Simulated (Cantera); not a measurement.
A perfectly stirred reactor is fed with 19.4 % H₂, 80.6 % O₂, equivalence ratio 0.12, at 20.0 Torr; it is held at 1225 K, and followed from long to short residence time.

Detailed kinetics in Cantera: the H2/O2 subset of GRI-Mech 3.0, which has no nitrogen chemistry. Radical loss at walls, strong at low pressure, is not modelled. The temperature is held fixed by assumption; the heat of reaction is taken as removed at once.

**Question.** Predict: x(H₂) at τ = 25.0 s; x(O₂) at τ = 25.0 s; x(H₂O₂) at τ = 25.0 s; x(O) at τ = 25.0 s; x(OH) at τ = 25.0 s; x(H₂) at τ = 0.140 s; x(O₂) at τ = 0.140 s; x(H₂O₂) at τ = 0.140 s; x(O) at τ = 0.140 s; x(OH) at τ = 0.140 s.

**Answer.** 
| Quantity | Value |
|---|---|
| x(H₂) at τ = 25.0 s | 4.45e-5 |
| x(O₂) at τ = 25.0 s | 0.785 |
| x(H₂O₂) at τ = 25.0 s | 1.19e-7 |
| x(O) at τ = 25.0 s | 0.000150 |
| x(OH) at τ = 25.0 s | 0.000533 |
| x(H₂) at τ = 0.140 s | 0.00124 |
| x(O₂) at τ = 0.140 s | 0.780 |
| x(H₂O₂) at τ = 0.140 s | 5.79e-7 |
| x(O) at τ = 0.140 s | 0.00470 |
| x(OH) at τ = 0.140 s | 0.00303 |
